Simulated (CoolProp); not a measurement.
Vapour-liquid equilibrium of R152A (1) + R227EA (2) at 0.145 MPa; x and y are mole fractions of (1).

Computed with CoolProp (multi-fluid Helmholtz-energy mixture model, Outcalt 1996 and Lemmon 2016; pair parameters Bell 2016).

```tsv
x	bubble temperature (°C)	y at the bubble point	dew temperature at overall composition x (°C)	liquid density (mol/L)
0.05	-8.0	0.059	[?]	9.108
0.125	-8.5	0.154	-8.3	9.428
0.2	-9.1	0.250	-8.7	9.767
0.275	-9.8	0.344	[?]	10.13
0.35	-10.6	0.433	-9.9	10.50
0.425	-11.3	0.516	-10.5	10.91
0.5	-12.1	0.592	-11.2	11.33
0.575	[?]	0.662	-11.9	11.79
0.65	-13.4	0.726	[?]	12.27
0.725	-14.0	0.786	-13.4	12.79
0.8	[?]	0.843	-14.2	13.34
0.875	-15.0	0.900	-14.8	13.94
0.95	-15.4	0.959	-15.3	14.58
```

Fill in the missing entries.


- 0.05, dew temperature at overall composition x (°C): -7.9
- 0.275, dew temperature at overall composition x (°C): -9.3
- 0.575, bubble temperature (°C): -12.8
- 0.65, dew temperature at overall composition x (°C): -12.7
- 0.8, bubble temperature (°C): -14.6

No azeotrope shows between x = 0.05 and 0.95.

Pair parameters are fitted to limited data, so mixtures are less certain than the pure fluids. The gap from Raoult's law changes sign with composition, which may be real or a fault of the pair parameters; it wasn't checked against measurements.
